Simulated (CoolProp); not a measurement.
A single-stage vapour-compression cycle with R152A: evaporating at 280.15 K (dew point), condensing at 327.15 K (bubble point), superheat 5 K, subcooling 2 K, compressor efficiency 0.6, no pressure losses. Each further row changes one setting.

Values from CoolProp's reference Helmholtz-energy equation of state, Outcalt 1996. It is a modified Benedict-Webb-Rubin equation, recast in Helmholtz form.

```
case                              cooling COP  pressure ratio  discharge temperature (K)  refrigerating effect (kJ/kg)  volumetric capacity (kJ/m³)
--------------------------------  -----------  --------------  -------------------------  ----------------------------  ---------------------------
as stated                                2.89            3.86                      367.0                           223                         2300
evaporating temperature 285.15 K         3.36      (withheld)                 (withheld)                           226                         2740
condensing temperature 322.15 K    (withheld)            3.41                 (withheld)                           233                         2400
subcooling 7 K                           3.01            3.86                      367.0                           233                         2400
superheat 15 K                           2.89            3.86                      378.0                           234                         2310
compressor efficiency 0.5          (withheld)            3.86                      378.2                           223                         2300
```

**Question.** What belongs in the gaps?

**Answer.** 
- evaporating temperature 285.15 K, pressure ratio: 3.26
- evaporating temperature 285.15 K, discharge temperature (K): 362.4
- condensing temperature 322.15 K, cooling COP: 3.33
- condensing temperature 322.15 K, discharge temperature (K): 359.3
- compressor efficiency 0.5, cooling COP: 2.41
